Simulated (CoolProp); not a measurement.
Vapour-liquid equilibrium of acetone (1) + n-hexane (2) at 9.92 bar; x and y are mole fractions of (1).

Model: multi-fluid Helmholtz-energy mixture model, Lemmon 2006 and Thol 2019; pair parameters Bell 2016, in CoolProp.

```tsv
x	bubble temperature (K)	y at the bubble point	dew temperature at overall composition x (K)	liquid density (mol/L)
0.05	431.6	0.124	435.3	5.991
0.125	424.8	0.261	431.5	6.262
0.2	420.1	0.358	427.8	6.523
0.275	416.9	0.430	424.1	6.787
0.35	414.6	0.487	420.5	7.065
0.425	413.0	0.536	417.1	7.363
0.5	411.9	0.579	414.1	7.689
0.575	411.1	0.621	411.9	8.048
0.65	410.8	0.664	410.8	8.445
0.725	410.8	0.712	410.8	8.884
0.8	411.2	0.767	411.7	9.366
0.875	412.3	0.835	413.1	9.893
0.95	414.2	0.924	414.8	10.46
```

y crosses x between x = 0.65 and 0.725: the model has an azeotrope there.

Pair parameters are fitted to limited data, so mixtures are less certain than the pure fluids.
